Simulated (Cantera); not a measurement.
A closed system holds: 1 mol SiF4, 0.17 mol NH3, 91 mol H2, at 750 K.

Equilibrium computed with Cantera from the NASA thermochemical tables; the gas is ideal and each condensed phase is pure. Candidate condensed phases: Si, Si3N4; 37 gas species. Kinetics and transport are ignored.

x: gas mole fraction; n: condensed amount in mol.

```tsv
P (Pa)	x H2	x SiF4	x N2	x NH3	x HF	x SiHF3	x SiF3	n Si3N4(s)
5	0.988	0.0108	0.000918	7.60e-9	2.03e-5	4.67e-6	3.75e-8	0.000120
17	0.988	0.0108	0.000918	[?]	[?]	[?]	2.25e-8	[?]
59	0.988	0.0108	0.000919	8.97e-8	1.65e-5	5.74e-6	1.34e-8	8.30e-5
210	0.988	0.0108	0.000919	[?]	[?]	[?]	7.90e-9	[?]
710	0.988	0.0108	0.000919	1.08e-6	1.34e-5	7.06e-6	4.76e-9	4.90e-5
2400	0.988	0.0108	0.000918	3.65e-6	1.21e-5	7.82e-6	2.86e-9	3.32e-5
8400	0.988	0.0108	0.000914	1.27e-5	1.09e-5	8.69e-6	1.70e-9	1.72e-5
29000	0.988	0.0108	0.000899	4.36e-5	9.83e-6	9.66e-6	1.02e-9	0
100000	0.988	0.0108	0.000848	0.000146	9.75e-6	9.74e-6	5.52e-10	0
```

Task: Some entries are withheld; supply them.

Result: 
- 17, x NH3: 2.59e-8
- 17, x HF: 1.83e-5
- 17, x SiHF3: 5.18e-6
- 17, n Si3N4(s): 0.000101
- 210, x NH3: 3.19e-7
- 210, x HF: 1.49e-5
- 210, x SiHF3: 6.38e-6
- 210, n Si3N4(s): 6.53e-5
